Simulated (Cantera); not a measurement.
**Diamond growth**

A diamond (100) surface in a fixed gas of H2 with x(CH4) = 0.0073, x(H) = 0.019, x(CH3) = 0.00034, at 1223 K; coverages are run to steady state.

Cantera simulation using the Harris–Goodwin 1993 mechanism for the reconstructed diamond (100) surface; the numbers are that mechanism's predictions, not measurements.

```json
[
 {"P (Pa)": "910", "growth (µm/h)": "0.766", "θ c6HH": "0.423", "θ c6H*": "0.0409", "θ c6*H": "0.501", "θ c6**": "0.0339", "θ c6HM": "0.000633"},
 {"P (Pa)": "1400", "growth (µm/h)": "1.50", "θ c6HH": "0.423", "θ c6H*": "0.0409", "θ c6*H": "0.501", "θ c6**": "0.0339", "θ c6HM": "0.000902"},
 {"P (Pa)": "2200", "growth (µm/h)": "3.03", "θ c6HH": "0.422", "θ c6H*": "0.0409", "θ c6*H": "0.500", "θ c6**": "0.0339", "θ c6HM": "0.00127"},
 {"P (Pa)": "3500", "growth (µm/h)": "6.15", "θ c6HH": "0.422", "θ c6H*": "0.0410", "θ c6*H": "0.500", "θ c6**": "0.0339", "θ c6HM": "0.00171"},
 {"P (Pa)": "5500", "growth (µm/h)": "11.9", "θ c6HH": "0.422", "θ c6H*": "0.0410", "θ c6*H": "0.499", "θ c6**": "0.0339", "θ c6HM": "0.00219"},
 {"P (Pa)": "8600", "growth (µm/h)": "22.0", "θ c6HH": "0.421", "θ c6H*": "0.0411", "θ c6*H": "0.499", "θ c6**": "0.0339", "θ c6HM": "0.00266"},
 {"P (Pa)": "14000", "growth (µm/h)": "41.2", "θ c6HH": "0.421", "θ c6H*": "0.0413", "θ c6*H": "0.498", "θ c6**": "0.0339", "θ c6HM": "0.00311"},
 {"P (Pa)": "21000", "growth (µm/h)": "67.3", "θ c6HH": "0.421", "θ c6H*": "0.0415", "θ c6*H": "0.498", "θ c6**": "0.0340", "θ c6HM": "0.00343"}
]
```
θ: site fractions in the mechanism's names (c6HH fully hydrogenated, c6H* and c6*H radical sites, c6** diradical, c6HM methylated).
